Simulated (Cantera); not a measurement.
Feed: 1 mol SiH₄, 1.3 mol HCl, 4.6 mol N₂, at 1673 K and 1 atm.

Method: chemical equilibrium by Gibbs-energy minimisation in Cantera with the NASA 1993 tables (ideal gas, pure condensed phases). Candidate condensed phases: NH₄Cl, Si, Si₃N₄; 28 gas species. The tables' values for SiCl₃ are old estimates; treat these amounts as uncertain. Rates play no part.

### Question
What is the equilibrium state?

### Answer
```json
{
  "x(N₂)": "0.547",
  "x(H₂)": "0.284",
  "x(HCl)": "0.161",
  "x(SiCl₂)": "0.00487",
  "x(SiCl₃)": "0.00137",
  "x(SiCl₄)": "0.000801",
  "x(SiHCl₃)": "0.000253",
  "x(H)": "6.03e-5",
  "x(Cl)": "2.67e-5",
  "n(Si₃N₄(s))": "0.316 mol",
  "gas_amount": "7.256 mol",
  "log10 activity of Si(s) (absent)": "-1.83"
}
```
